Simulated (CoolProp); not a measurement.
The fluid at 678.07 K and 0.258 MPa flows at 0.69 m/s in a round tube of 10 mm bore and 0.25 µm roughness, fully developed (64/Re and Nu = 3.66 if laminar; Colebrook and Gnielinski if turbulent). The same conditions are run with several fluids, on thermodynamics alone (safety and materials aside).

The numbers come from the reference Helmholtz-energy equation of state of each fluid (normal hydrogen: Leachman 2009; nitrogen: Span 2000; oxygen: Schmidt 1985; water: Wagner 2002; carbon dioxide: Span 1996) in CoolProp.

Q: Rank normal hydrogen, nitrogen, oxygen, water, carbon dioxide by Reynolds number, highest first.

A: carbon dioxide (452), nitrogen (275), oxygen (267), water (231), normal hydrogen (40.4)

```
fluid            Darcy friction factor  pressure drop (Pa/m)  heat-transfer coefficient (W/(m² K))  mass flow (kg/h)
---------------  ---------------------  --------------------  ------------------------------------  ----------------
normal hydrogen                   1.59                  3.48                                   124            0.0180
nitrogen                         0.233                  7.10                                  18.0             0.250
oxygen                           0.240                  8.35                                  19.3             0.285
water                            0.276                  5.44                                  20.3             0.161
carbon dioxide                   0.142                  6.79                                  17.3             0.393
```

Above 300 K oxygen's equation is extrapolated.

Transport values come from each fluid's own correlations.
